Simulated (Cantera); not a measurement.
Cantera with NASA thermochemical tables; ideal gases at 1 bar, condensed phases pure. Values are per mole of reaction as written; species without (g) are pure solids or liquids, kept so even where they would boil at 1 bar.

a) 0.8 V + O2(g) = 0.4 V2O5
b) 0.6667 Cr + O2(g) = 0.6667 CrO3(g)
c) 4 Li + O2(g) = 2 Li2O
d) 1.333 B + O2(g) = 0.6667 B2O3(g)
e) Nb + O2(g) = NbO2

**Question.** Order these by ΔG° at 1323 K, most negative first.

**Answer.** c (-844 kJ), e (-560 kJ), d (-524 kJ), a (-408 kJ), b (-134 kJ)
